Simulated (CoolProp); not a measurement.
Vapour-liquid equilibrium of n-hexane (1) + hexamethyldisiloxane (MM) (2) at 0.127 MPa; x and y are mole fractions of (1).

Values from CoolProp's multi-fluid Helmholtz-energy mixture model, Thol 2019 and Thol 2016; pair parameters Bell 2016.

Question: Give the bubble temperature and the first vapour's composition at x = 0.05, 0.55, 0.65. Is there an azeotrope?

Answer: x = 0.05: 379.6 K, y = 0.098; x = 0.55: 362.6 K, y = 0.740; x = 0.65: 359.4 K, y = 0.822. No azeotrope shows between x = 0.05 and 0.95.

The pair parameters rest on a limited set of measurements; away from them the model extrapolates.
